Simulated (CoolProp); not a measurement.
Model: reference Helmholtz-energy equation of state, Lemmon 2006, in CoolProp. It is a short technical equation, of lower accuracy than the large ones.

Problem. Give the vapour pressure (kPa), liquid density (kg/m³), enthalpy of vaporisation (kJ/kg), liquid cp (kJ/(kg K)) of saturated acetone at 95.45 °C.

Solution. 
| T (°C) | p (kPa) | liquid density (kg/m³) | enthalpy of vaporisation (kJ/kg) | liquid cp (kJ/(kg K)) |
|---|---|---|---|---|
| 95.45 | 331 | 700 | 455 | 2.37 |
